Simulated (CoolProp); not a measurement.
Vapour-liquid equilibrium of ethane (1) + C3F8 (R218) (2) at 898 kPa; x and y are mole fractions of (1).

Computed with CoolProp (multi-fluid Helmholtz-energy mixture model, Bücker 2006 and Lemmon 2006; pair parameters Bell 2016).

| x | bubble temperature (°C) | y at the bubble point | dew temperature at overall composition x (°C) | liquid density (mol/L) |
|---|---|---|---|---|
| 0.05 | 17.6 | ___ | 24.3 | 7.392 |
| 0.2 | -5.2 | ___ | 17.9 | 8.541 |
| 0.35 | -18.5 | 0.790 | 11.0 | 9.547 |
| 0.5 | ___ | 0.854 | 3.0 | 10.52 |
| 0.65 | -28.8 | ___ | -6.7 | 11.62 |
| 0.8 | -31.7 | 0.926 | -19.4 | 13.01 |
| 0.95 | -34.6 | 0.976 | -33.2 | 14.86 |

**Question.** Fill in the missing entries.

**Answer.** 
- 0.05, y at the bubble point: 0.206
- 0.2, y at the bubble point: 0.630
- 0.5, bubble temperature (°C): -25.0
- 0.65, y at the bubble point: 0.891

No azeotrope shows between x = 0.05 and 0.95.

Pair parameters are fitted to limited data, so mixtures are less certain than the pure fluids.
